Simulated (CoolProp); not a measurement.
Vapour-liquid equilibrium of n-hexane (1) + dimethyl carbonate (2) at 148.05 °C; x and y are mole fractions of (1).

Model: multi-fluid Helmholtz-energy mixture model, Thol 2019 and Zhou 2011; pair parameters Bell 2016, in CoolProp.

| x | bubble pressure (MPa) | y at the bubble point | dew pressure at overall composition x (MPa) | liquid density (mol/L) |
|---|---|---|---|---|
| 0.05 | 0.5514 | ___ | 0.4997 | 9.535 |
| 0.2 | 0.6858 | 0.389 | 0.5726 | 8.712 |
| 0.35 | 0.7523 | ___ | 0.6611 | 8.005 |
| 0.5 | 0.7874 | ___ | 0.7528 | 7.405 |
| 0.65 | 0.8026 | ___ | 0.8016 | 6.904 |
| 0.8 | ___ | 0.768 | 0.7883 | 6.495 |
| 0.95 | ___ | 0.926 | 0.7430 | 6.166 |

Problem. Some entries are withheld; supply them.

Solution. 
- 0.05, y at the bubble point: 0.160
- 0.35, y at the bubble point: 0.499
- 0.5, y at the bubble point: 0.580
- 0.65, y at the bubble point: 0.663
- 0.8, bubble pressure (MPa): 0.7950
- 0.95, bubble pressure (MPa): 0.7514

y crosses x between x = 0.65 and 0.8: the model has an azeotrope there.

Pair parameters are fitted to limited data, so mixtures are less certain than the pure fluids.
